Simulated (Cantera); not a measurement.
A closed system holds: 1 mol SiH2Cl2, 24 mol N2, at 0.00130 bar.

Method: chemical equilibrium by Gibbs-energy minimisation in Cantera with the NASA 1993 tables (ideal gas, pure condensed phases). Candidate condensed phases: NH4Cl, Si, Si3N4; 28 gas species. N2 is the only nitrogen source here; it is nearly inert below about 1500 K, so the nitride shown seldom forms there in practice. The tables' values for SiCl3 are old estimates; treat these amounts as uncertain. Rates play no part. All values below are at 1150 °C.

Base state: N2 0.922, HCl 0.0452, H2 0.0165, SiCl2 0.0149, SiCl3 0.000796, SiCl4 0.000168, Cl 5.31e-5, H 2.36e-5 (mole fractions); condensed: Si3N4(s).

What changes in the equilibrium state with this change: pressure from 0.00130 bar to 0.00660 bar?


```tsv
species	before	after
N2	0.922	0.923
HCl	0.0452	0.0528
H2	0.0165	0.0128
SiCl2	0.0149	0.00888
SiCl4	0.000168	0.000893
SiHCl3	4.76e-6	1.68e-5
Si3N4(s), mol	0.198	0.238
```
